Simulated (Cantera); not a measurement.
Input: 1 mol SiC, 0.3 mol O2, 2.6 mol N2, held at 390 Torr.

These are equilibrium values from Cantera (NASA tables, ideal gas, pure condensed phases), not measurements of a reactor. Candidate condensed phases: C, Si, SiC, SiO2, Si2N2O, Si3N4; 34 gas species. N2 is the only nitrogen source here; it is nearly inert below about 1500 K, so the nitride shown seldom forms there in practice. Mutual solubility and eutectic melting of coexisting phases are not modelled. The tables hold silica as quartz up to 1696 K and as liquid above; real silica turns to tridymite and cristobalite and melts near 1996 K. Kinetics and transport are ignored.

log p: log10 of the partial pressure in bar; n: condensed amount in mol.

```json
[
 {"T (K)": "1225", "log p N2": "-0.30", "log p CO": "-1.82", "log p SiO": "-9.49", "log p CO2": "-5.51", "n C(graphite)": "0.937", "n SiO2(β-quartz)": "0.0245", "n Si2N2O(s)": "0.488", "n SiC(s)": "0"},
 {"T (K)": "1275", "log p N2": "-0.30", "log p CO": "-1.63", "log p SiO": "-8.70", "log p CO2": "-5.41", "n C(graphite)": "0.900", "n SiO2(β-quartz)": "0", "n Si2N2O(s)": "0.500", "n SiC(s)": "0"},
 {"T (K)": "1325", "log p N2": "-0.30", "log p CO": "-1.63", "log p SiO": "[?]", "log p CO2": "[?]", "n C(graphite)": "0.900", "n SiO2(β-quartz)": "0", "n Si2N2O(s)": "0.500", "n SiC(s)": "0"},
 {"T (K)": "1375", "log p N2": "-0.30", "log p CO": "-1.63", "log p SiO": "-7.45", "log p CO2": "-5.91", "n C(graphite)": "0.900", "n SiO2(β-quartz)": "0", "n Si2N2O(s)": "0.500", "n SiC(s)": "0"},
 {"T (K)": "1425", "log p N2": "-0.30", "log p CO": "-1.63", "log p SiO": "-6.90", "log p CO2": "-6.13", "n C(graphite)": "0.900", "n SiO2(β-quartz)": "0", "n Si2N2O(s)": "0.500", "n SiC(s)": "0"},
 {"T (K)": "1475", "log p N2": "-0.30", "log p CO": "-1.63", "log p SiO": "[?]", "log p CO2": "[?]", "n C(graphite)": "0.900", "n SiO2(β-quartz)": "0", "n Si2N2O(s)": "0.500", "n SiC(s)": "0"},
 {"T (K)": "1525", "log p N2": "-0.30", "log p CO": "-1.63", "log p SiO": "-5.90", "log p CO2": "-6.53", "n C(graphite)": "0.900", "n SiO2(β-quartz)": "0", "n Si2N2O(s)": "0.500", "n SiC(s)": "0"},
 {"T (K)": "1575", "log p N2": "-0.30", "log p CO": "-1.63", "log p SiO": "-5.45", "log p CO2": "-6.70", "n C(graphite)": "0.900", "n SiO2(β-quartz)": "0", "n Si2N2O(s)": "0.500", "n SiC(s)": "0"},
 {"T (K)": "1625", "log p N2": "-0.30", "log p CO": "-1.63", "log p SiO": "-5.03", "log p CO2": "-6.87", "n C(graphite)": "0.900", "n SiO2(β-quartz)": "0", "n Si2N2O(s)": "0.500", "n SiC(s)": "0"},
 {"T (K)": "1675", "log p N2": "-0.30", "log p CO": "-1.63", "log p SiO": "-4.64", "log p CO2": "-7.03", "n C(graphite)": "0.900", "n SiO2(β-quartz)": "0", "n Si2N2O(s)": "0.500", "n SiC(s)": "0"},
 {"T (K)": "1725", "log p N2": "-0.30", "log p CO": "-1.63", "log p SiO": "-4.27", "log p CO2": "-7.18", "n C(graphite)": "0.900", "n SiO2(β-quartz)": "0", "n Si2N2O(s)": "0.500", "n SiC(s)": "0"},
 {"T (K)": "1775", "log p N2": "-0.30", "log p CO": "-1.63", "log p SiO": "-3.92", "log p CO2": "-7.32", "n C(graphite)": "0.900", "n SiO2(β-quartz)": "0", "n Si2N2O(s)": "0.500", "n SiC(s)": "0"},
 {"T (K)": "1825", "log p N2": "-0.35", "log p CO": "-1.13", "log p SiO": "-3.30", "log p CO2": "-6.43", "n C(graphite)": "0", "n SiO2(β-quartz)": "0", "n Si2N2O(s)": "0.198", "n SiC(s)": "0.601"}
]
```

Q: What belongs in the gaps?

A: 
- 1325, log p SiO: -8.05
- 1325, log p CO2: -5.67
- 1475, log p SiO: -6.38
- 1475, log p CO2: -6.33
